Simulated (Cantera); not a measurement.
What does this Cantera script print?

```python
import numpy as np
import cantera as ct

gas_names = """
    CL CLO CL2 H HCL HOCL HO2 H2 H2O H2O2 O OH O2 O3 Si SiCL SiCL2 SiCL3 SiCL4 SiH SiHCL3 SiH2 SiH2CL2
    SiH3 SiH3CL SiH4 SiO SiO2 Si2 Si3
""".split()
cond_names = """
    H2O(s) H2O(L) Si(cr) Si(L) SiO2(Lqz) SiO2(hqz) SiO2(L)
""".split()


# ... load() reads the species with a 1 bar reference pressure and builds the phases ...
atoms = {
    'SiCl4': {'Si': 1, 'CL': 4},
    'H2O': {'H': 2, 'O': 1},
}
top_T = {}  # K; cautious upper limits of use, not melting points


# ... equilibrate(T, P, feed) seeds the gas with the atoms and calls Mixture.equilibrate('TP', solver="vcs", rtol=1e-11, max_steps=5000) ...
results = []
feed = {'SiCl4': 1, 'H2O': 23}  # mol
P = 133.322  # Pa
for T in [850, 950, 1050, 1150, 1250, 1350, 1450, 1550]:
    mix = equilibrate(T, P, feed)
    results.append((T, P, feed, dict(zip(mix.species_names, mix.species_moles))))
    x = sorted(zip(gas.X, gas.species_names), reverse=True)
    print(f"T = {T:g} K  P = {P:g} Pa  gas = {mix.phase_moles(0):.4g} mol")
    print("   x: " + "  ".join(f"{s} {v:.3e}" for v, s in x if v > 0.0001))
    print("   condensed (mol): " + ("  ".join(f"{mix.phase(i).name} {mix.phase_moles(i):.4g}"
          for i in range(1, mix.n_phases) if mix.phase_moles(i) > 1e-12) or "none"))
```

Result:

```
T = 850 K  P = 133.322 Pa  gas = 25 mol
   x: H2O 8.400e-01  HCL 1.600e-01
   condensed (mol): SiO2(hqz) 1
T = 950 K  P = 133.322 Pa  gas = 25 mol
   x: H2O 8.400e-01  HCL 1.600e-01
   condensed (mol): SiO2(hqz) 1
T = 1050 K  P = 133.322 Pa  gas = 25 mol
   x: H2O 8.400e-01  HCL 1.600e-01
   condensed (mol): SiO2(hqz) 1
T = 1150 K  P = 133.322 Pa  gas = 25 mol
   x: H2O 8.400e-01  HCL 1.599e-01
   condensed (mol): SiO2(hqz) 1
T = 1250 K  P = 133.322 Pa  gas = 25 mol
   x: H2O 8.398e-01  HCL 1.598e-01  CL 1.514e-04  H2 1.427e-04
   condensed (mol): SiO2(hqz) 1
T = 1350 K  P = 133.322 Pa  gas = 25.01 mol
   x: H2O 8.395e-01  HCL 1.595e-01  H2 4.468e-04  CL 4.104e-04  O2 1.103e-04
   condensed (mol): SiO2(hqz) 1
T = 1450 K  P = 133.322 Pa  gas = 25.02 mol
   x: H2O 8.385e-01  HCL 1.589e-01  H2 1.206e-03  CL 9.653e-04  O2 3.255e-04  OH 1.499e-04
   condensed (mol): SiO2(hqz) 1
T = 1550 K  P = 133.322 Pa  gas = 25.05 mol
   x: H2O 8.361e-01  HCL 1.576e-01  H2 2.877e-03  CL 2.024e-03  O2 8.275e-04  OH 4.520e-04
   condensed (mol): SiO2(hqz) 1
```

These are equilibrium values from Cantera (NASA tables, ideal gas, pure condensed phases), not measurements of a reactor. The tables hold silica as quartz up to 1696 K and as liquid above; real silica turns to tridymite and cristobalite and melts near 1996 K.
